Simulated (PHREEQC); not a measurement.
Consider water at 45 °C with 0.0017 mol H2SO4, 0.017 mol Al2(SO4)3 and 0.031 mol Na2SO4 per kg of water. Closed to the air; pH follows from the charge balance.

The numbers come from PHREEQC with the ion-association model, phreeqc.dat.

Precipitation was switched off in this run.

Problem. What pH, ionic strength does the model give?

Solution. pH 3.03; ionic strength 0.133 mol/kgw.

Problem. In which forms is S present?

Solution. SO4-2 44 %, AlSO4+ 27 %, Al(SO4)2- 22 %, NaSO4- 4.7 %, HSO4- 2.7 % of the S.

Away from 25 °C the constants follow the database's enthalpies or fits; those with neither stay at their 25 °C values.
